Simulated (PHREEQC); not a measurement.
Make-up at 55 °C: 1.1 mmol/kgw Cu(NO3)2, 0.096 mmol/kgw HCl and 0.066 mmol/kgw Na2SO4. Closed to the air; pH follows from the charge balance.

Computed with PHREEQC (ion-association model, phreeqc.dat).

No solid was allowed to form.

### Question
Predict the pH.

### Answer
pH 4.05.

### Question
In which forms is S present?

### Answer
SO4-2 85 %, CuSO4 13 %, HSO4- 1.3 % of the S.

Away from 25 °C the constants follow the database's enthalpies or fits; those with neither stay at their 25 °C values.
